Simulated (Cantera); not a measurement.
## SiCl₄ + Cl₂ + H₂ (chlorosilane synthesis and conversion)

Charge: 1 mol SiCl₄, a varied amount of Cl₂, 1.2 mol H₂, held at 1175 K and 34000 Pa.

Cantera equilibrium calculation (NASA polynomials, part measured and part estimated; ideal gas, pure solids and liquids). Candidate condensed phases: Si; 19 gas species. The tables' values for SiCl₃ are old estimates; treat these amounts as uncertain. Kinetics and transport are ignored.

| n(Cl₂) (mol) | x HCl | x SiCl₄ | x H₂ | x Cl₂ | x SiHCl₃ | x Cl | x SiCl₃ | x SiCl₂ |
|---|---|---|---|---|---|---|---|---|
| 0.5 | 0.378 | 0.362 | 0.252 | 4.97e-10 | 0.00568 | 1.38e-7 | 0.00228 | 0.000140 |
| 0.65 | 0.461 | 0.346 | 0.189 | 9.85e-10 | 0.00334 | 1.95e-7 | 0.00155 | 6.77e-5 |
| 0.8 | 0.536 | 0.330 | 0.131 | 1.92e-9 | 0.00190 | 2.72e-7 | 0.00106 | 3.31e-5 |
| 0.96 | 0.609 | 0.315 | 0.0747 | 4.35e-9 | 0.000910 | 4.09e-7 | 0.000671 | 1.40e-5 |
| 1.1 | 0.667 | 0.302 | 0.0298 | 1.31e-8 | 0.000318 | 7.10e-7 | 0.000371 | 4.46e-6 |
| 1.3 | 0.685 | 0.286 | 1.47e-8 | 0.0280 | 1.44e-10 | 0.00104 | 2.40e-7 | 1.97e-12 |
| 1.4 | 0.666 | 0.278 | 7.09e-9 | 0.0548 | 6.97e-11 | 0.00145 | 1.67e-7 | <1e-12 |
| 1.6 | 0.631 | 0.263 | 3.35e-9 | 0.104 | 3.29e-11 | 0.00200 | 1.14e-7 | <1e-12 |
| 1.7 | 0.615 | 0.256 | 2.61e-9 | 0.127 | 2.56e-11 | 0.00221 | 1.01e-7 | <1e-12 |
| 1.9 | 0.585 | 0.244 | 1.77e-9 | 0.169 | 1.74e-11 | 0.00255 | 8.32e-8 | <1e-12 |
| 2 | 0.571 | 0.238 | 1.51e-9 | 0.189 | 1.48e-11 | 0.00270 | 7.69e-8 | <1e-12 |
| 2.2 | 0.545 | 0.227 | 1.15e-9 | 0.225 | 1.13e-11 | 0.00295 | 6.72e-8 | <1e-12 |
x: gas mole fraction; nothing condenses.

From 0.5 mol Cl₂ to 2.2 mol Cl₂ nothing is condensed. The main Si-bearing gas is SiCl₄ throughout.
